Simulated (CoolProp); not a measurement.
Vapour-liquid equilibrium of o-xylene (1) + n-decane (2) at 441.7 K; x and y are mole fractions of (1).

Computed with CoolProp (multi-fluid Helmholtz-energy mixture model, Zhou 2012 and Lemmon 2006; pair parameters Bell 2016).

Task: Give the bubble pressure and the first vapour's composition at x = 0.2, 0.5, 0.8. Is there an azeotrope?

Result: x = 0.2: 1.064 bar, y = 0.332; x = 0.5: 1.353 bar, y = 0.667; x = 0.8: 1.647 bar, y = 0.889. No azeotrope shows between x = 0.05 and 0.95.

Pair parameters are fitted to limited data, so mixtures are less certain than the pure fluids.
